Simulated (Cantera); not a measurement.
Mixture: H2 : O2 : N2 = 1 : 0.455 : 1.71 (molar parts), equivalence ratio 1.1, at 39000 Pa, adiabatic and at constant pressure. Ignition delay is the time to a rise of 400 K.

Detailed kinetics in Cantera: GRI-Mech 3.0 (53 species, 325 reactions). Where the delays flatten at high temperature, the 400 K rule measures the pace of heat release, not the induction time.

**Question.** Predict: delay at 1100 K; delay at 1300 K; delay at 1500 K; delay at 1700 K; delay at 1900 K.

**Answer.** 
```json
{
 "delay at 1100 K": "0.212 ms",
 "delay at 1300 K": "91.0 µs",
 "delay at 1500 K": "69.4 µs",
 "delay at 1700 K": "74.8 µs",
 "delay at 1900 K": "93.7 µs"
}
```
